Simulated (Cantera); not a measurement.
## ZrN + N₂ (sublimation and decomposition of ceramics)

Feed: 1 mol ZrN, 0.15 mol N₂, at 0.165 Torr.

Method: chemical equilibrium by Gibbs-energy minimisation in Cantera with the NASA 1993 tables (ideal gas, pure condensed phases). Candidate condensed phases: Zr, ZrN; 4 gas species. ZrN: taken at fixed stoichiometry. Condensed phases not in the tables: N, O or C dissolved in the metal. Equilibrium is a limit: real reactors are often held back by kinetics, nucleation or transport.

From 2300 K to 2800 K the condensed part is ZrN(s). At 2900 K the condensed part is Zr(l). The main Zr-bearing gas is Zr throughout.

```csv
T (K),log p N₂,log p Zr,log p N,log p ZrN,n ZrN(s),n Zr(l)
2300,-3.66,-8.28,-9.24,-15.18,1.000,0
2400,-3.66,-7.37,-8.78,-14.20,1.000,0
2500,-3.66,-6.54,-8.36,-13.29,1.000,0
2600,-3.66,-5.78,-7.98,-12.46,0.999,0
2700,-3.67,-5.06,-7.63,-11.69,0.994,0
2800,-3.75,-4.37,-7.33,-10.98,0.959,0
2900,-4.02,-3.90,-7.16,-10.59,0,0.137
```
log p: log10 of the partial pressure in bar; n: condensed amount in mol.
